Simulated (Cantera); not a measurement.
Standard-state values (1 bar) from the NASA 1993 polynomials, evaluated with Cantera. Values are per mole of reaction as written; species without (g) are pure solids or liquids, kept so even where they would boil at 1 bar.

Cu2O + 4 HF(g) = H2O(g) + 2 CuF2 + 2 H(g)

```tsv
T (K)	ΔH° (kJ)	ΔS° (J/K)	ΔG° (kJ)	log10 K
1773	[?]	[?]	[?]	[?]
1848	[?]	[?]	[?]	[?]
1923	518.5	-57.9	629.8	-17.11
1998	[?]	[?]	[?]	[?]
2073	[?]	[?]	[?]	[?]
```

Problem. Complete the blanks.

Solution. 
- 1773, ΔH° (kJ): 509.6
- 1773, ΔS° (J/K): -62.7
- 1773, ΔG° (kJ): 620.7
- 1773, log10 K: -18.29
- 1848, ΔH° (kJ): 514.1
- 1848, ΔS° (J/K): -60.2
- 1848, ΔG° (kJ): 625.3
- 1848, log10 K: -17.68
- 1998, ΔH° (kJ): 522.9
- 1998, ΔS° (J/K): -55.6
- 1998, ΔG° (kJ): 634.0
- 1998, log10 K: -16.58
- 2073, ΔH° (kJ): 527.2
- 2073, ΔS° (J/K): -53.5
- 2073, ΔG° (kJ): 638.1
- 2073, log10 K: -16.08
